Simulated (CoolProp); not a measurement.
Aqueous potassium carbonate as a coolant, at 21 °C, 1 atm.

The numbers come from the Melinder's fits for secondary coolants in CoolProp.

```
mass %  freezing point (°C)  cp (kJ/(kg K))  viscosity (mPa s)  density (kg/m³)  Prandtl number
------  -------------------  --------------  -----------------  ---------------  --------------
5.4                    -1.8           3.888               1.10             1047            7.20
9.8                    -3.5           3.704               1.23             1089            7.74
14.3                   -5.5           3.530               1.40             1132            8.45
18.8                   -8.0           3.356               1.61             1177            9.31
23.2                  -11.2           3.190               1.88             1224            10.4
27.7                  -15.7           3.033               2.25             1272            11.9
32.2                  -21.8           2.898               2.77             1323            14.1
36.7                  -30.1           2.787               3.51             1375            17.4
```
